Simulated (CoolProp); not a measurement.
m-xylene along the isotherm 203.05 °C: fugacity coefficient from the reference equation and from simpler models built on Tc = 343.7 °C, pc = 3.535 MPa, ω = 0.326; each cubic takes its own stable root.

Model: reference Helmholtz-energy equation of state, Zhou 2012, in CoolProp.

```json
[
 {"p (MPa)": "0.00559", "phase": "gas", "reference": "0.9986"},
 {"p (MPa)": "0.0087", "phase": "gas", "reference": "0.9979"},
 {"p (MPa)": "0.0135", "phase": "gas", "reference": "0.9967"},
 {"p (MPa)": "0.0211", "phase": "gas", "reference": "0.9949"},
 {"p (MPa)": "0.0329", "phase": "gas", "reference": "0.9920"},
 {"p (MPa)": "0.0512", "phase": "gas", "reference": "0.9875"},
 {"p (MPa)": "0.0796", "phase": "gas", "reference": "0.9806"},
 {"p (MPa)": "0.124", "phase": "gas", "reference": "0.9698"},
 {"p (MPa)": "0.193", "phase": "gas", "reference": "0.9530"},
 {"p (MPa)": "0.301", "phase": "gas", "reference": "0.9267"},
 {"p (MPa)": "0.468", "phase": "liquid", "reference": "0.8308"},
 {"p (MPa)": "0.729", "phase": "liquid", "reference": "0.5388"},
 {"p (MPa)": "1.14", "phase": "liquid", "reference": "0.3501"},
 {"p (MPa)": "1.77", "phase": "liquid", "reference": "0.2311"}
]
```

### Question
How far does each simpler model (van der Waals, Redlich-Kwong, Soave-Redlich-Kwong, Peng-Robinson) lie from the reference over these 14 states: mean and median of the absolute difference, and the worst?

### Answer
- van der Waals: mean 25.7 %, median 0.9 %, worst +140.4 % at 203.05 °C and 1.77 MPa
- Redlich-Kwong: mean 11.5 %, median 0.5 %, worst +49.9 % at 203.05 °C and 1.77 MPa
- Soave-Redlich-Kwong: mean 0.9 %, median 0.2 %, worst +3.0 % at 203.05 °C and 1.77 MPa
- Peng-Robinson: mean 0.2 %, median 0.1 %, worst +0.7 % at 203.05 °C and 1.77 MPa

At some of these states van der Waals, Redlich-Kwong gives the other phase, because its saturation line lies elsewhere.
